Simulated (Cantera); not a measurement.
Standard-state values (1 bar) from the NASA 1993 polynomials, evaluated with Cantera. Values are per mole of reaction as written; species without (g) are pure solids or liquids, kept so even where they would boil at 1 bar. TaC: taken at fixed stoichiometry.

5 C + Ta₂O₅ ⇌ 5 CO(g) + 2 Ta

```
T (K)    ΔH° (kJ)   ΔS° (J/K)    ΔG° (kJ)     log10 K
-----  ----------  ----------  ----------  ----------
300        1493.4       899.5      1223.5     -213.03
575        1489.5       892.2       976.4      -88.70
725    (withheld)  (withheld)  (withheld)  (withheld)
875        1473.2       869.9       712.1      -42.51
1025   (withheld)  (withheld)  (withheld)  (withheld)
1175       1452.5       849.6       454.2      -20.19
```

Task: Some entries are withheld; supply them.

Result: 
- 725, ΔH° (kJ): 1482.2
- 725, ΔS° (J/K): 881.1
- 725, ΔG° (kJ): 843.4
- 725, log10 K: -60.76
- 1025, ΔH° (kJ): 1463.2
- 1025, ΔS° (J/K): 859.3
- 1025, ΔG° (kJ): 582.4
- 1025, log10 K: -29.68
